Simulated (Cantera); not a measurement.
A perfectly stirred reactor is fed with C2H6 : N2 = 1 : 5.7 (molar parts), at 42.8 Torr; it is held at 1000 K, and followed from long to short residence time.

Computed with Cantera and GRI-Mech 3.0 (53 species, 325 reactions). GRI-Mech 3.0 stops at C3 and has no aromatics, soot or wall deposition, so with more carbon than oxygen in the feed, carbon stays in small species such as C2H2 where larger ones or solid carbon would form.

What does this change do: pressure from 42.8 Torr to 20.0 Torr?


| quantity | before | after |
|---|---|---|
| x(C2H6) at τ = 26.0 s | 0.0301 | 0.0398 |
| x(CH3) at τ = 26.0 s | 5.00e-7 | 8.93e-7 |
| x(C2H) at τ = 26.0 s | <1e-12 | <1e-12 |
| x(C2H4) at τ = 26.0 s | 0.0947 | 0.0874 |
| x(H2) at τ = 26.0 s | 0.101 | 0.0917 |
| x(C2H6) at τ = 0.340 s | 0.144 | 0.146 |
| x(CH3) at τ = 0.340 s | 9.18e-7 | 1.22e-6 |
| x(C2H) at τ = 0.340 s | <1e-12 | <1e-12 |
| x(C2H4) at τ = 0.340 s | 0.00465 | 0.00262 |
| x(H2) at τ = 0.340 s | 0.00460 | 0.00258 |
Radical loss at walls, strong at low pressure, is not modelled.

What does this change do: pressure from 42.8 Torr to 9.75 Torr?


```
quantity                 before    after
----------------------  -------  -------
x(C2H6) at τ = 26.0 s    0.0301   0.0547
x(CH3) at τ = 26.0 s    5.00e-7  1.57e-6
x(C2H) at τ = 26.0 s     <1e-12   <1e-12
x(C2H4) at τ = 26.0 s    0.0947   0.0761
x(H2) at τ = 26.0 s       0.101   0.0783
x(C2H6) at τ = 0.340 s    0.144    0.148
x(CH3) at τ = 0.340 s   9.18e-7  1.41e-6
x(C2H) at τ = 0.340 s    <1e-12   <1e-12
x(C2H4) at τ = 0.340 s  0.00465  0.00137
x(H2) at τ = 0.340 s    0.00460  0.00135
```
Radical loss at walls, strong at low pressure, is not modelled.

What does this change do: C2H6 1 to 1.8 parts?


```csv
quantity,before,after
x(C2H6) at τ = 26.0 s,0.0301,0.0462
x(CH3) at τ = 26.0 s,5.00e-7,5.51e-7
x(C2H) at τ = 26.0 s,<1e-12,<1e-12
x(C2H4) at τ = 26.0 s,0.0947,0.144
x(H2) at τ = 26.0 s,0.101,0.150
x(C2H6) at τ = 0.340 s,0.144,0.230
x(CH3) at τ = 0.340 s,9.18e-7,1.02e-6
x(C2H) at τ = 0.340 s,<1e-12,<1e-12
x(C2H4) at τ = 0.340 s,0.00465,0.00811
x(H2) at τ = 0.340 s,0.00460,0.00802
```
